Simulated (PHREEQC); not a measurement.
Consider water at 20 °C with 0.017 mol/kgw LiCl. Closed to the air; pH follows from the charge balance.

Model: ion-association model, phreeqc.dat, run in PHREEQC.

This is a speciation only: nothing precipitates in the calculation.

Question: What specific conductance does the model give?

Answer: specific conductance 1590 µS/cm.
